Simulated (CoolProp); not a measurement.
Model: reference Helmholtz-energy equation of state, Pan 2012, in CoolProp.

Question: For R236FA, give the phase and the expansivity (1/kK), fugacity coefficient at 201.6 K and 4.12 MPa.

Answer: 
- 201.6 K and 4.12 MPa: liquid; expansivity 1.61, fugacity coefficient 0.000448
